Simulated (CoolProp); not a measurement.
Properties of dimethyl ether along the isotherm 87.45 °C (Tc = 127.2 °C, pc = 5.337 MPa, ω = 0.196).

Computed with CoolProp (reference Helmholtz-energy equation of state, Wu 2011).

```json
[
 {"p (MPa)": "1", "phase": "gas", "density (kg/m³)": "17.10", "Joule-Thomson coefficient (K/MPa)": "13.56", "isothermal compressibility (1/MPa)": "1.123", "fugacity coefficient": "0.9074"},
 {"p (MPa)": "2", "phase": "gas", "density (kg/m³)": "39.76", "Joule-Thomson coefficient (K/MPa)": "15.69", "isothermal compressibility (1/MPa)": "0.6899", "fugacity coefficient": "0.8155"},
 {"p (MPa)": "3", "phase": "liquid", "density (kg/m³)": "540.2", "Joule-Thomson coefficient (K/MPa)": "0.5642", "isothermal compressibility (1/MPa)": "0.01375", "fugacity coefficient": "0.6636"},
 {"p (MPa)": "4", "phase": "liquid", "density (kg/m³)": "547.2", "Joule-Thomson coefficient (K/MPa)": "(withheld)", "isothermal compressibility (1/MPa)": "(withheld)", "fugacity coefficient": "0.5120"},
 {"p (MPa)": "5", "phase": "liquid", "density (kg/m³)": "553.3", "Joule-Thomson coefficient (K/MPa)": "0.3759", "isothermal compressibility (1/MPa)": "0.01045", "fugacity coefficient": "0.4212"},
 {"p (MPa)": "6", "phase": "liquid", "density (kg/m³)": "558.8", "Joule-Thomson coefficient (K/MPa)": "0.3091", "isothermal compressibility (1/MPa)": "0.009379", "fugacity coefficient": "0.3608"},
 {"p (MPa)": "7", "phase": "liquid", "density (kg/m³)": "(withheld)", "Joule-Thomson coefficient (K/MPa)": "0.2537", "isothermal compressibility (1/MPa)": "0.008532", "fugacity coefficient": "0.3179"},
 {"p (MPa)": "8", "phase": "liquid", "density (kg/m³)": "(withheld)", "Joule-Thomson coefficient (K/MPa)": "(withheld)", "isothermal compressibility (1/MPa)": "(withheld)", "fugacity coefficient": "0.2858"}
]
```

Q: Some entries are withheld; supply them.

A: 
- 4, Joule-Thomson coefficient (K/MPa): 0.4584
- 4, isothermal compressibility (1/MPa): 0.01184
- 7, density (kg/m³): 563.8
- 8, density (kg/m³): 568.4
- 8, Joule-Thomson coefficient (K/MPa): 0.2067
- 8, isothermal compressibility (1/MPa): 0.007841
